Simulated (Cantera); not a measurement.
An isothermal, constant-pressure homogeneous reactor starts with CH4 : N2 = 1 : 8.4 (molar parts), at 1650 K and 0.623 Torr. Integrator tolerance rtol = 1e-08.

Detailed kinetics in Cantera: GRI-Mech 3.0 (53 species, 325 reactions). GRI-Mech 3.0 stops at C3 and has no aromatics, soot or wall deposition, so with more carbon than oxygen in the feed, carbon stays in small species such as C2H2 where larger ones or solid carbon would form. Radical loss at walls, strong at low pressure, is not modelled.

| quantity | before | after |
|---|---|---|
| x(CH4) at 20.0 s | 0.00949 (gas-phase equilibrium 1.13e-6) | 0.00366 (gas-phase equilibrium 0.00221) |
| x(H2) at 20.0 s | 0.131 (gas-phase equilibrium 0.144) | 0.139 (gas-phase equilibrium 0.141) |
| x(C2H2) at 20.0 s | 0.0436 (gas-phase equilibrium 0.0165) | 0.0457 (gas-phase equilibrium 0.0159) |
| x(C2H4) at 20.0 s | 6.93e-5 (gas-phase equilibrium 1.42e-7) | 0.000776 (gas-phase equilibrium 0.000274) |
| x(C2H) at 20.0 s | 3.24e-7 (gas-phase equilibrium 6.04e-7) | 3.76e-8 (gas-phase equilibrium 1.29e-8) |
| x(H) at 20.0 s | 0.000223 (gas-phase equilibrium 0.00120) | 2.61e-5 (gas-phase equilibrium 2.63e-5) |

Name the change that produced these shifts.
(A) pressure from 0.623 Torr to 1.70 bar
(B) CH4 1 to 8.9 parts
(C) pressure from 0.623 Torr to 0.255 Torr
(D) CH4 1 to 1.4 parts

A, pressure from 0.623 Torr to 1.70 bar
